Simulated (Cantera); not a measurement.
A closed system holds: 1 mol Si2Cl6, 18 mol NH3, 38 mol N2, at 1177 °C and 0.225 Torr.

These are equilibrium values from Cantera (NASA tables, ideal gas, pure condensed phases), not measurements of a reactor. The feed counts by its element totals alone. The tables' values for SiCl3 are old estimates; treat these amounts as uncertain. Rates play no part.

```csv
species,before,after
N2,0.606,0.573
H2,0.323,0.267
H,0.000310,0.0677
Si,2.12e-6,0.0210
Cl,4.93e-5,0.0107
HCl,0.0630,0.0570
Si2,<1e-9,1.99e-5
SiN,4.58e-8,6.37e-5
SiH,8.31e-8,0.000114
SiCl,4.62e-6,0.000943
SiCl3,5.23e-5,8.31e-7
SiCl2,0.00784,0.00224
"Si3N4(s), mol",0.466,0
```
Gas species are given as mole fractions.

Question: Which change was made?
(A) temperature from 1177 °C to 900 °C
(B) temperature from 1177 °C to 800 °C
(C) temperature from 1177 °C to 802 °C
(D) temperature from 1177 °C to 1777 °C

Answer: D, temperature from 1177 °C to 1777 °C. The tables' values for SiCl, SiN are old estimates; treat these amounts as uncertain
